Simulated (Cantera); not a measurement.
Feed: 1 mol S, 0.3 mol H2O, at 1423 K and 0.400 bar.

Cantera equilibrium calculation (NASA polynomials, part measured and part estimated; ideal gas, pure solids and liquids). Candidate condensed phases: H2O, H2SO4, S; 19 gas species. The numbers say what is thermodynamically allowed, not how fast it happens.

Question: What is the equilibrium state?

Answer: 
```json
{
  "x(S2)": "0.549",
  "x(H2O)": "0.249",
  "x(H2S)": "0.0936",
  "x(SO2)": "0.0619",
  "x(H2)": "0.0371",
  "x(S2O)": "0.00641",
  "x(SH)": "0.00168",
  "x(SO)": "0.00137",
  "x(S)": "1.86e-5",
  "gas_amount": "0.7880 mol",
  "log10 activity of S(l) (absent)": "-1.45"
}
```
